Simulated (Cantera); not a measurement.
A perfectly stirred reactor is fed with CH4 : H2 : H = 0.022 : 1 : 0.043 (molar parts), at 105 Torr; it is held at 1500 K, and followed from long to short residence time.

Cantera simulation using GRI-Mech 3.0 (53 species, 325 reactions); the numbers are that mechanism's predictions, not measurements. GRI-Mech 3.0 stops at C3 and has no aromatics, soot or wall deposition, so with more carbon than oxygen in the feed, carbon stays in small species such as C2H2 where larger ones or solid carbon would form.

x: mole fraction; the columns are a selection and need not sum to one.

| τ (s) | x CH4 | x H2 | x H | x C2H2 | x C2H | x C2H4 |
|---|---|---|---|---|---|---|
| 0.31 | 0.0150 | 0.982 | 0.000316 | 0.00281 | 1.70e-9 | 0.000142 |
| 0.16 | 0.0153 | 0.981 | 0.000430 | 0.00261 | 2.16e-9 | 0.000145 |
| 0.087 | 0.0157 | 0.981 | 0.000573 | (withheld) | 2.64e-9 | 0.000148 |
| 0.047 | 0.0161 | 0.981 | 0.000764 | (withheld) | 3.17e-9 | 0.000152 |
| 0.025 | 0.0165 | 0.980 | 0.00103 | (withheld) | 3.74e-9 | 0.000156 |
| 0.013 | 0.0169 | 0.979 | 0.00140 | (withheld) | 4.35e-9 | 0.000159 |
| 0.0071 | 0.0172 | 0.979 | 0.00186 | (withheld) | 4.92e-9 | 0.000162 |
| 0.0038 | 0.0174 | 0.978 | 0.00250 | (withheld) | 5.51e-9 | 0.000164 |
| 0.0020 | 0.0175 | 0.977 | 0.00341 | (withheld) | 6.16e-9 | 0.000164 |

Q: Complete the blanks.

A: 
- 0.087, x C2H2: 0.00240
- 0.047, x C2H2: 0.00216
- 0.025, x C2H2: 0.00190
- 0.013, x C2H2: 0.00162
- 0.0071, x C2H2: 0.00138
- 0.0038, x C2H2: 0.00114
- 0.0020, x C2H2: 0.000937
